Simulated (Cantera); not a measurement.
Input: 1 mol AlCl₃, 1.4 mol HCl, 6.7 mol N₂, equilibrated at 1452 °C and 0.100 bar.

Equilibrium computed with Cantera from the NASA thermochemical tables; the gas is ideal and each condensed phase is pure. Candidate condensed phases: Al, AlCl₃, AlN, NH₄Cl; 20 gas species. The tables' values for AlCl₂ are old estimates; treat these amounts as uncertain. Kinetics and transport are ignored.

Base state: N₂ 0.735, HCl 0.152, AlCl₃ 0.109, Cl 0.00258, AlCl₂ 0.00108, H₂ 0.000718, AlCl 4.01e-5, H 1.57e-5 (mole fractions); condensed: gas only.

Question: What changes in the equilibrium state with this change: AlCl₃ replaced by Al?

Answer: 
```tsv
species	before	after
N₂	0.735	0.822
H₂	0.000718	0.0739
AlCl	4.01e-5	0.0299
HCl	0.152	0.0293
AlCl₃	0.109	0.0292
AlCl₂	0.00108	0.0152
Cl₂	1.39e-5	5.03e-9
Cl	0.00258	4.90e-5
H	1.57e-5	0.000160
AlN(s), mol	0	0.413
```

Question: What changes in the equilibrium state with this change: temperature from 1452 °C to 952 °C?

Answer: 
```
species   before    after
-------  -------  -------
N₂         0.735    0.736
HCl        0.152    0.154
AlCl₃      0.109    0.110
Cl       0.00258  3.09e-5
AlCl     4.01e-5    <1e-9
H        1.57e-5  4.16e-9
```

Question: What changes in the equilibrium state with this change: temperature from 1452 °C to 1875 °C?

Answer: 
```csv
species,before,after
N₂,0.735,0.711
HCl,0.152,0.145
AlCl₃,0.109,0.0804
Cl,0.00258,0.0357
AlCl₂,0.00108,0.0190
AlCl,4.01e-5,0.00663
H,1.57e-5,0.000516
Cl₂,1.39e-5,8.17e-5
```
